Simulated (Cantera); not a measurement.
# Silicon epitaxy and polysilicon growth: SiH₂Cl₂ + HCl + H₂

Charge: 1 mol SiH₂Cl₂, 0.027 mol HCl, 9.3 mol H₂, held at 77.0 mbar.

Equilibrium computed with Cantera from the NASA thermochemical tables; the gas is ideal and each condensed phase is pure. Candidate condensed phases: Si; 19 gas species. The tables' values for SiCl₃ are old estimates; treat these amounts as uncertain. Kinetics and transport are ignored.

```
T (°C)   x H₂    x HCl   x SiCl₄   x SiCl₂  x SiHCl₃   x SiCl₃  x SiH₂Cl₂  n Si(s)
------  -----  -------  --------  --------  --------  --------  ---------  -------
527     0.948  0.00204    0.0351   4.51e-6    0.0147   3.78e-5   0.000499    0.456
602     0.945  0.00508    0.0347   3.48e-5    0.0141  0.000145   0.000525    0.465
677     0.941   0.0108    0.0335  0.000191    0.0133  0.000437   0.000539    0.481
752     0.934   0.0204    0.0310  0.000792    0.0122   0.00108   0.000534    0.505
827     0.923   0.0342    0.0267   0.00259    0.0106   0.00223   0.000507    0.535
902     0.908   0.0518    0.0204   0.00674   0.00845   0.00375   0.000448    0.562
977     0.892   0.0702    0.0129    0.0139   0.00582   0.00501   0.000358    0.579
1052    0.877   0.0851   0.00628    0.0226   0.00331   0.00511   0.000251    0.580
1127    0.868   0.0935   0.00242    0.0297   0.00159   0.00412   0.000157    0.572
1202    0.864   0.0968  0.000836    0.0342  0.000706   0.00290    9.36e-5    0.563
```
x: gas mole fraction; n: condensed amount in mol.

From 527 °C to 1202 °C the condensed part is Si(s). The main Si-bearing gas is SiCl₄ at 527 °C and SiCl₂ at 1202 °C. The share of Si in condensed phases is highest at 1052 °C (58.0 %) and lowest at 527 °C (45.6 %).
